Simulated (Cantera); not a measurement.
A Cantera script and what it prints.

```python
import numpy as np
import cantera as ct

gas_names = """
    AL ALCL ALCL2 ALCL3 ALH ALN AL2 AL2CL6 CL CL2 H HCL H2 N NH NH2 NH3 N2 N2H2 N2H4
""".split()
cond_names = """
    AL(cr) AL(L) ALCL3(s) ALCL3(L) ALN(s) NH4CL(a) NH4CL(b)
""".split()


def load(file, names, dense=False):
    # The tables refer to 1 bar. Condensed volumes are neglected.
    table = {s.name: s for s in ct.Species.list_from_file(file)}
    out = []
    for n in names:
        d = dict(table[n].input_data)
        d["thermo"] = dict(d["thermo"], **{"reference-pressure": 1e5})
        if dense:
            d["equation-of-state"] = {"model": "constant-volume", "density": "1e6 g/cm^3"}
        out.append(ct.Species.from_dict(d))
    return out


gas = ct.Solution(thermo="ideal-gas", species=load("nasa_gas.yaml", gas_names))
cond = {s.name: ct.Solution(thermo="fixed-stoichiometry", species=[s], name=s.name)
        for s in load("nasa_condensed.yaml", cond_names, dense=True)}
atoms = {
    'Al': {'AL': 1},
    'HCl': {'H': 1, 'CL': 1},
    'N2': {'N': 2},
}
top_T = {'ALN(s)': 2750}  # K; cautious upper limits of use, not melting points


def equilibrate(T, P, feed):
    n = {}
    for name, mol in feed.items():
        for a, k in atoms[name].items():
            n[a] = n.get(a, 0.0) + k * mol
    gas.TPX = T, P, n
    mass = sum(n.values()) * gas.mean_molecular_weight
    gas.equilibrate("TP")
    valid = [c for c in cond.values() if c.min_temp <= T <= top_T.get(c.name, c.max_temp)]
    mix = ct.Mixture([(gas, mass / gas.mean_molecular_weight)] + [(c, 0.0) for c in valid])
    mix.T, mix.P = T, P
    mix.equilibrate("TP", solver="vcs", rtol=1e-11, max_steps=5000)
    return mix


results = []
feed = {'Al': 1, 'HCl': 0.71, 'N2': 32}  # mol
P = 1000  # Pa
for T in [1598, 1623, 1648, 1673, 1698, 1723, 1748, 1773]:
    mix = equilibrate(T, P, feed)
    results.append((T, P, feed, dict(zip(mix.species_names, mix.species_moles))))

top = {s: max(r[3][s] / sum(r[3][g] for g in gas_names) for r in results) for s in gas_names}
cols = sorted((s for s in top if top[s] > 1e-06), key=lambda s: -top[s])[:7]
seen = [c for c in cond_names if any(r[3].get(c, 0) > 1e-12 for r in results)]
print("log10 of partial pressures in bar; condensed amounts in mol")
print(f"{'T/K':>10s}" + "".join(f"{s[:9]:>10s}" for s in cols + seen))
for T, P, feed, n in results:
    ng = sum(n[g] for g in gas_names)
    print(f"{T:10.4g}" + "".join(f"{np.log10(max(n[s] / ng * P / 1e5, 1e-99)):10.3f}" for s in cols)
          + "".join(f"{n.get(c, 0):10.4g}" for c in seen))
```

It prints:

```
log10 of partial pressures in bar; condensed amounts in mol
       T/K        N2      ALCL        H2       HCL     ALCL2     ALCL3         H    ALN(s)
      1598    -2.012    -3.885    -4.037    -4.477    -4.850    -5.073    -6.293    0.5007
      1623    -2.013    -3.811    -4.024    -4.571    -4.944    -5.371    -6.172    0.4434
      1648    -2.013    -3.761    -4.011    -4.684    -5.078    -5.722    -6.056     0.398
      1673    -2.014    -3.729    -4.001    -4.811    -5.239    -6.111    -5.944    0.3648
      1698    -2.014    -3.708    -3.993    -4.945    -5.417    -6.520    -5.836    0.3415
      1723    -2.014    -3.694    -3.988    -5.083    -5.604    -6.936    -5.733     0.325
      1748    -2.014    -3.685    -3.984    -5.222    -5.793    -7.354    -5.633    0.3128
      1773    -2.014    -3.680    -3.982    -5.361    -5.982    -7.768    -5.537    0.3029
```

Method: chemical equilibrium by Gibbs-energy minimisation in Cantera with the NASA 1993 tables (ideal gas, pure condensed phases). The tables' values for AlCl2 are old estimates; treat these amounts as uncertain.
